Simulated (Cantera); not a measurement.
Charge: 1 mol SiCl4, 340 mol H2, equilibrated at 1.10 bar.

Cantera equilibrium calculation (NASA polynomials, part measured and part estimated; ideal gas, pure solids and liquids). Candidate condensed phases: Si; 19 gas species. Gases not in the tables: Si2H6 and higher silanes. Rates play no part.

Q: Which condensed phases are stable at each of these points (T (K)): 1023, 1123, 1223, 1323, 1423, 1523, 1623, 1723?

A: 
```csv
T (K),condensed phases,Si condensed (%)
1023,Si(s),16.3
1123,Si(s),47.4
1223,Si(s),72.4
1323,Si(s),82.7
1423,Si(s),85.2
1523,Si(s),85.4
1623,Si(s),84.9
1723,Si(l),84.8
```

From 1023 K to 1623 K the condensed part is Si(s). At 1723 K the condensed part is Si(l).
